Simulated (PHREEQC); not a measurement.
## Silver or lead bath

Dissolve 0.08 mol AgNO3 per kg of water at 54 °C. Closed to the air; pH follows from the charge balance.

All values are PHREEQC results (ion-association model, wateq4f.dat), not measurements.

- pH: 6.46
- ionic strength: 0.0782 mol/kgw

```
species  molality  activity   log γ
-------  --------  --------  ------
Ag+        0.0782    0.0614  -0.105
NO3-       0.0782    0.0596  -0.118
AgNO3     0.00184   0.00187   0.008
H+        4.21e-7   3.48e-7  -0.082
OH-       2.48e-7   1.91e-7  -0.114
AgOH      1.72e-7   1.76e-7   0.008
```

No solid was allowed to form. Away from 25 °C the constants follow the database's enthalpies or fits; those with neither stay at their 25 °C values.
